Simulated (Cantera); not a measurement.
An adiabatic, constant-pressure homogeneous reactor starts with CO : H₂ : O₂ : N₂ = 1 : 0.052 : 1.5 : 5.65 (molar parts), at 1350 K and 3.90 bar. Integrator tolerance rtol = 1e-08.

Computed with Cantera and GRI-Mech 3.0 (53 species, 325 reactions). The hydrogen kinetics of GRI-Mech 3.0 are dated; newer H2 mechanisms differ, most at raised pressure.

Task: What does this change do: constant volume in place of constant pressure?

Result: 
| quantity | before | after |
|---|---|---|
| time of steepest temperature rise | 31.9 µs | 60.9 µs |
| temperature at 0.300 s | 2283 K | 2461 K |
| equilibrium temperature | 2283 K | 2461 K |
| x(CO) at 0.300 s | 0.00195 (gas-phase equilibrium 0.00195) | 0.00423 (gas-phase equilibrium 0.00423) |
| x(H₂) at 0.300 s | 1.70e-5 (gas-phase equilibrium 1.70e-5) | 3.24e-5 (gas-phase equilibrium 3.24e-5) |
| x(O₂) at 0.300 s | 0.121 (gas-phase equilibrium 0.121) | 0.120 (gas-phase equilibrium 0.120) |
| x(OH) at 0.300 s | 0.00106 (gas-phase equilibrium 0.00106) | 0.00168 (gas-phase equilibrium 0.00168) |
| x(NO₂) at 0.300 s | 1.90e-5 (gas-phase equilibrium 1.90e-5) | 2.81e-5 (gas-phase equilibrium 2.81e-5) |
| x(H₂O₂) at 0.300 s | 1.81e-8 (gas-phase equilibrium 1.81e-8) | 3.39e-8 (gas-phase equilibrium 3.39e-8) |
